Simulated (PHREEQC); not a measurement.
Synthetic water in mmol/kgw, 45 °C, pH 2.11, pe 12.8: Na 2.37; K 0.0496; Ca 3.32; Mg 0.249; Cl 1.24; S(6) 11.8; Cu(2) 0.0246.

Valence states are taken as typed.

Computed with PHREEQC (ion-association model, phreeqc.dat).

Each row changes one thing in this solution. No solid was allowed to form.

| case | ionic strength (mol/kgw) | SO4-2 (mol/kgw) | HSO4- (mol/kgw) | Ca+2 (mol/kgw) | Mg+2 (mol/kgw) | K+ (mol/kgw) | SI of Gypsum (CaSO4:2H2O) | SI of Halite (NaCl) |
|---|---|---|---|---|---|---|---|---|
| as made | 0.0259 | 0.00609 | 0.00462 | 0.00238 | 0.000148 | 4.81e-5 | -0.76 | -7.26 |
| Mg from 0.249 to 0.498 mmol/kgw | 0.0261 | 0.00604 | 0.00458 | 0.00239 | 0.000298 | 4.81e-5 | -0.77 | -7.26 |
| all concentrations times 4 at the same typed pH | 0.0856 | 0.0253 | 0.0148 | 0.00726 | 0.000404 | 0.000181 | +0.05 | -6.15 |
| Cl from 1.24 to 0.62 mmol/kgw | 0.0255 | 0.00608 | 0.00463 | 0.00238 | 0.000148 | 4.81e-5 | -0.76 | -7.56 |

Complexes and solids missing from the database can't appear. Away from 25 °C the constants follow the database's enthalpies or fits; those with neither stay at their 25 °C values.
